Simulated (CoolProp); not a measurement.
Oxygen along the isobar 27.8 MPa: fugacity coefficient from the reference equation and from simpler models built on Tc = -118.6 °C, pc = 5.046 MPa, ω = 0.022; each cubic takes its own stable root.

The numbers come from the reference Helmholtz-energy equation of state, Schmidt 1985 in CoolProp.

```
T (°C)           phase  reference
-------  -------------  ---------
-159.95         liquid    0.05143
-150.35         liquid    0.08302
-140.65         liquid     0.1236
-130.95         liquid     0.1718
-121.35         liquid     0.2256
-111.65  supercritical     0.2842
-101.95  supercritical     0.3452
-92.25   supercritical     0.4067
-82.65   supercritical     0.4666
-72.95   supercritical     0.5247
-63.25   supercritical     0.5793
-53.65   supercritical     0.6295
-43.95   supercritical     0.6759
```

### Question
How far does each simpler model (van der Waals, Redlich-Kwong) lie from the reference over these 13 states: mean and median of the absolute difference, and the worst?

### Answer
- van der Waals: mean 35.2 %, median 14.2 %, worst +146.7 % at -159.95 °C and 27.8 MPa
- Redlich-Kwong: mean 2.3 %, median 2.3 %, worst -4.5 % at -159.95 °C and 27.8 MPa
